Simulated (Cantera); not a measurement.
Feed: 1 mol MgO, 1.4 mol O2, 3.9 mol SO2, equilibrated at 1075 K and 47.0 mbar.

Cantera equilibrium calculation (NASA polynomials, part measured and part estimated; ideal gas, pure solids and liquids). Candidate condensed phases: Mg, MgO, MgS, MgSO4, S; 14 gas species. The numbers say what is thermodynamically allowed, not how fast it happens.

Base state: SO2 0.727, O2 0.215, SO3 0.0582 (mole fractions); condensed: MgSO4(s).

Q: What changes in the equilibrium state with this change: O2 from 1.4 to 0.44 mol?

A: 
```json
[
 {"species": "SO2", "before": "0.727", "after": "0.999"},
 {"species": "SO3", "before": "0.0582", "after": "0.00110"},
 {"species": "O2", "before": "0.215", "after": "4.10e-5"},
 {"species": "MgSO4(s), mol", "before": "1.00", "after": "0.876"},
 {"species": "MgO(s), mol", "before": "0", "after": "0.124"}
]
```
Mutual solubility and eutectic melting of coexisting phases are not modelled.

Q: What changes in the equilibrium state with this change: SO2 from 3.9 to 0.14 mol?

A: 
| species | before | after |
|---|---|---|
| O2 | 0.215 | 0.992 |
| SO2 | 0.727 | 0.00642 |
| SO3 | 0.0582 | 0.00110 |
| MgSO4(s), mol | 1.00 | 0.130 |
| MgO(s), mol | 0 | 0.870 |
Mutual solubility and eutectic melting of coexisting phases are not modelled.

Q: What changes in the equilibrium state with this change: temperature from 1075 K to 1573 K?

A: 
```tsv
species	before	after
SO2	0.727	0.734
O2	0.215	0.263
SO3	0.0582	0.00214
O	2.80e-9	2.47e-5
MgSO4(s), mol	1.00	0
MgO(s), mol	0	1.00
```
